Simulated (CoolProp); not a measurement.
Vapour-liquid equilibrium of ethanol (1) + n-hexane (2) at 389.5 K; x and y are mole fractions of (1).

Computed with CoolProp (multi-fluid Helmholtz-energy mixture model, Schroeder 2014 and Thol 2019; pair parameters Bell 2016).

```csv
x,"bubble pressure, mixture model (bar)","bubble pressure, Raoult's law (bar)","y, mixture model","y, Raoult's law"
0.05,___,3.683,0.175,0.052
0.125,___,3.694,0.308,0.129
0.2,5.301,3.705,0.376,0.206
0.275,5.470,3.715,0.416,0.283
0.35,5.552,3.726,0.443,0.359
0.425,___,3.737,0.463,0.435
0.5,5.592,3.748,0.482,0.510
0.575,5.567,3.759,0.504,0.584
0.65,5.498,3.770,0.533,0.659
0.725,5.360,3.781,0.574,0.733
0.8,5.122,3.792,0.635,0.806
0.875,___,3.803,0.726,0.879
0.95,4.238,3.813,0.866,0.952
```

Question: Some entries are withheld; supply them.

Answer: 
- 0.05, bubble pressure, mixture model (bar): 4.347
- 0.125, bubble pressure, mixture model (bar): 4.969
- 0.425, bubble pressure, mixture model (bar): 5.587
- 0.875, bubble pressure, mixture model (bar): 4.753

The largest gap from Raoult's law is +49.5 % in bubble pressure, at x = 0.425. y crosses x between x = 0.425 and 0.5: the model has an azeotrope there.

Pair parameters are fitted to limited data, so mixtures are less certain than the pure fluids.
